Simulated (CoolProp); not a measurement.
A closed Brayton cycle with nitrogen: compressor inlet 328.15 K and 5.7 MPa, high pressure 16.4 MPa, turbine inlet 660 K, compressor efficiency 0.89, turbine efficiency 0.93, recuperator effectiveness 0.9 (on enthalpy, no pinch check). Each further row changes one setting.

Model: reference Helmholtz-energy equation of state, Span 2000, in CoolProp.

```csv
case,thermal efficiency (%),net work (kJ/kg),compressor to turbine work,compressor exit (K),turbine exit (K)
as stated,18.6,34.0,0.81,460.0,502.9
turbine inlet 610 K,12.4,20.5,0.87,460.0,463.4
compressor inlet 338.15 K,16.3,29.5,0.83,473.8,502.9
high pressure 13.9 MPa,21.4,35.0,0.77,436.7,524.9
recuperator effectiveness 0.5,16.9,34.0,0.81,460.0,502.9
```
